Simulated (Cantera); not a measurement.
Source: NASA polynomial tables (part measured, part estimated), evaluated in Cantera. Values are per mole of reaction as written; species without (g) are pure solids or liquids, kept so even where they would boil at 1 bar. The tables' values for C₂F₄, SiF₂ are old estimates.

Task: Between 300 and 1923 K, where is each reaction favourable under standard conditions?
- C + 2 SiF₄(g) → CF₄(g) + 2 SiF₂(g)
- 3 Si(g) + 2 CF₄(g) → SiC₂(g) + 2 SiF₄(g)
- 2 Si + C₂F₄(g) → Si₂C(g) + CF₄(g)

Result: 
- C + 2 SiF₄(g) → CF₄(g) + 2 SiF₂(g): ΔG° is 1060 kJ at 300 K and 753 kJ at 1923 K; it stays positive (K < 1). ΔH° is 1097 kJ and ΔS° 179 J/K at 1923 K.
- 3 Si(g) + 2 CF₄(g) → SiC₂(g) + 2 SiF₄(g): ΔG° is -2031 kJ at 300 K and -1674 kJ at 1923 K; it stays negative (K > 1). ΔH° is -2096 kJ and ΔS° -219 J/K at 1923 K.
- 2 Si + C₂F₄(g) → Si₂C(g) + CF₄(g): ΔG° is 211 kJ at 300 K and -16 kJ at 1923 K; it changes sign between 1723 and 1748 K. ΔH° is 133 kJ and ΔS° 77 J/K at 1923 K.
